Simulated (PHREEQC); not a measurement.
**Geothermal or formation water (model solution)**

A made-up water analysis in mg/kgw, 70 °C, pH 6.64: Na 4880; K 238; Ca 69.4; Mg 104; Cl 7000; S(6) as SO4 310; Alkalinity as HCO3 736.

Cl is adjusted to close the charge balance.
Valence states are taken as typed.

Equilibrium calculation in PHREEQC: Pitzer model, pitzer.dat.

This is a speciation only: nothing precipitates in the calculation.

Task: What activity of water, density does the model give?

Result: activity of water 0.993; density 0.987 g/cm³.

Task: In which forms is C present?

Result: HCO3- 76 %, CO2 24 % of the C.

Complexes and solids missing from the database can't appear. At this temperature some constants are extrapolated from 25 °C, and those without enthalpy data are left unchanged.
